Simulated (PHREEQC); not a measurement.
Solution (25 °C): 0.012 mol/kgw NaHSO4 and 0.00032 mol/kgw Ca(HCO3)2. Closed to the air; pH follows from the charge balance.

All values are PHREEQC results (ion-association model, wateq4f.dat), not measurements.

This is a speciation only: nothing precipitates in the calculation.

Task: Estimate the pH, ionic strength.

Result: pH 2.16; ionic strength 0.0285 mol/kgw.

Task: In which forms is Na present?

Result: Na+ 98 %, NaSO4- 2.1 % of the Na.

Species that the database lacks are ignored.
